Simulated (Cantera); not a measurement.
## CuO + HF + O2 (oxide etching and cleaning by halides)

Input: 1 mol CuO, 39 mol HF, 0.097 mol O2, at 13300 Pa.

Equilibrium computed with Cantera from the NASA thermochemical tables; the gas is ideal and each condensed phase is pure. Candidate condensed phases: Cu, CuF2, CuO, Cu(OH)2, Cu2O, H2O; 27 gas species. Rates play no part.

At 700 K the condensed part is CuF2(s). At 900 K the condensed part is CuF2(s) + CuO(s). From 1100 K to 1500 K the condensed part is Cu2O(s). From 1700 K to 1900 K nothing is condensed.

| T (K) | x HF | x H2O | x CuF | x O2 | x Cu | x CuF2 | x OH | n CuF2(s) | n CuO(s) | n Cu2O(s) |
|---|---|---|---|---|---|---|---|---|---|---|
| 700 | 0.971 | 0.0262 | <1e-12 | 0.00255 | <1e-12 | 1.49e-10 | 7.56e-12 | 1.00 | 0 | 0 |
| 900 | 0.995 | 0.00225 | 1.83e-7 | 0.00249 | <1e-12 | 3.00e-6 | 1.08e-9 | 0.0878 | 0.912 | 0 |
| 1100 | 0.990 | 0.000714 | 0.000192 | 0.00867 | 1.94e-10 | 0.000617 | 4.28e-8 | 0 | 0 | 0.484 |
| 1300 | 0.984 | 0.00277 | 0.00353 | 0.00855 | 2.08e-7 | 0.00101 | 1.30e-6 | 0 | 0 | 0.411 |
| 1500 | 0.956 | 0.0119 | 0.0222 | 0.00852 | 3.36e-5 | 0.000832 | 2.01e-5 | 0 | 0 | 0.0413 |
| 1700 | 0.954 | 0.0125 | 0.0245 | 0.00866 | 0.000254 | 0.000341 | 9.60e-5 | 0 | 0 | 0 |
| 1900 | 0.954 | 0.0119 | 0.0238 | 0.00882 | 0.00108 | 0.000160 | 0.000316 | 0 | 0 | 0 |
x: gas mole fraction; n: condensed amount in mol.
